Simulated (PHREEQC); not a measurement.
PHREEQC input (ion-association model, wateq4f.dat):

```
SOLUTION 1
  temp 77
  units mol/kgw
  pH 7 charge
  Cl 0.0052
  Li 0.0052
END
SELECTED_OUTPUT 1
  -reset false
  -pH true
  -pe true
  -ionic_strength true
  -water true
  -totals Ca Cl F Li
  -molalities H+ Ca+2 Cl- F- Li+ CaOH+ O2 OH- CaF+ HF
    HF2- H2F2
  -equilibrium_phases Fluorite Portlandite
PRINT
  -reset false
USE solution 1
REACTION_TEMPERATURE 1
  10 15.3 20.7 26 31.3 36.7 42 47.3 52.7 58 63.3 68.7 74 79.3 84.7 90
EQUILIBRIUM_PHASES 1
  Fluorite 0 0.2
  Portlandite 0 0
  O2(g) -0.68 10
END
```

Selected output (columns that matter, 16 of 16 rows; T (°C) added in front):

```
T (°C)	pH	mu	Ca	F	m_H+	m_Ca+2	m_F-	m_OH-	Fluorite
10	7.3314	0.0057562	0.00018558	0.00037116	5.0057e-08	0.00018527	0.00037084	6.7964e-08	0.19981
15.3	7.2417	0.0057903	0.00019701	0.00039401	6.1584e-08	0.00019662	0.0003936	8.7433e-08	0.1998
20.7	7.1567	0.0058241	0.00020835	0.0004167	7.4964e-08	0.00020785	0.00041617	1.1171e-07	0.19979
26	7.0791	0.0058562	0.00021913	0.00043825	8.9695e-08	0.00021851	0.00043758	1.4064e-07	0.19978
31.3	7.0071	0.0058871	0.0002295	0.000459	1.0596e-07	0.00022874	0.00045817	1.7544e-07	0.19977
36.7	6.9391	0.0059171	0.00023961	0.00047922	1.2403e-07	0.00023868	0.0004782	2.1787e-07	0.19976
42	6.8773	0.005945	0.00024905	0.00049809	1.431e-07	0.00024793	0.00049685	2.674e-07	0.19975
47.3	6.8203	0.0059714	0.00025797	0.00051593	1.6333e-07	0.00025663	0.00051444	3.2588e-07	0.19974
52.7	6.7667	0.0059965	0.0002665	0.00053299	1.8495e-07	0.00026492	0.00053121	3.9596e-07	0.19973
58	6.7184	0.0060194	0.00027431	0.00054861	2.0691e-07	0.00027247	0.00054651	4.7642e-07	0.19973
63.3	6.6741	0.0060406	0.00028155	0.00056309	2.2939e-07	0.00027942	0.00056063	5.6998e-07	0.19972
68.7	6.6327	0.0060603	0.00028833	0.00057665	2.5255e-07	0.00028589	0.00057378	6.8045e-07	0.19971
74	6.5957	0.0060779	0.00029439	0.00058879	2.7529e-07	0.00029162	0.00058549	8.0555e-07	0.19971
79.3	6.5621	0.0060937	0.00029988	0.00059977	2.9778e-07	0.00029676	0.00059599	9.4907e-07	0.1997
84.7	6.5311	0.006108	0.00030489	0.00060977	3.2017e-07	0.00030138	0.00060547	1.1164e-06	0.1997
90	6.5037	0.0061202	0.00030923	0.00061846	3.4141e-07	0.00030533	0.00061359	1.3034e-06	0.19969
```

Complexes and solids missing from the database can't appear. At this temperature some constants are extrapolated from 25 °C, and those without enthalpy data are left unchanged.
